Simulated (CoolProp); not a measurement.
A Linde-Hampson liquefier for ethane: isothermal reversible compression at 320 K from 1 atm to 20 MPa, throttling to 1 atm, return gas leaving the recuperator 2 K below the feed. Each further row changes one setting.

Computed with CoolProp (reference Helmholtz-energy equation of state, Bücker 2006).

```tsv
case	liquid yield per pass	compression work (kJ/kg of gas)
as stated	0.462	366
high pressure 40 MPa	…	414
warm-end temperature 350 K	…	…
warm-end gap 7 K	…	366
```

Problem. Complete the blanks.

Solution. 
- high pressure 40 MPa, liquid yield per pass: 0.458
- warm-end temperature 350 K, liquid yield per pass: 0.377
- warm-end temperature 350 K, compression work (kJ/kg of gas): 429
- warm-end gap 7 K, liquid yield per pass: 0.455
